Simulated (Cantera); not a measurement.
Charge: 1 mol B, 4 mol NH3, 9.8 mol H2O, at 1425 K and 0.0133 bar.

Cantera equilibrium calculation (NASA polynomials, part measured and part estimated; ideal gas, pure solids and liquids). Candidate condensed phases: B, BN, B2O3, B3O3H3, H2O; 39 gas species. Gases not in the tables: H3BO3. Rates play no part.

Base state: H2O 0.427, H2 0.410, N2 0.109, HBO2 0.0540, B2O3 0.000203, (HBO2)3 9.09e-5, H 3.78e-5, HBO 1.73e-5 (mole fractions); condensed: gas only.

**Question.** What changes in the equilibrium state with this change: H2O from 9.8 to 0.32 mol?

**Answer.** 
```tsv
species	before	after
H2	0.410	0.793
N2	0.109	0.202
HBO2	0.0540	0.00310
H2O	0.427	0.000887
(HBO2)3	9.09e-5	1.73e-8
HBO	1.73e-5	0.000927
B2O3	0.000203	0.000322
BN(s), mol	0	0.797
B2O3(l), mol	0	0.0828
```
Mutual solubility and eutectic melting of coexisting phases are not modelled.

**Question.** What changes in the equilibrium state with this change: NH3 from 4 to 0.54 mol?

**Answer.** 
```
species    before     after
-------  --------  --------
H2O         0.427     0.686
H2          0.410     0.203
HBO2       0.0540    0.0862
N2          0.109    0.0237
(HBO2)3   9.09e-5  0.000370
HBO       1.73e-5   8.53e-6
B2O3     0.000203  0.000322
```
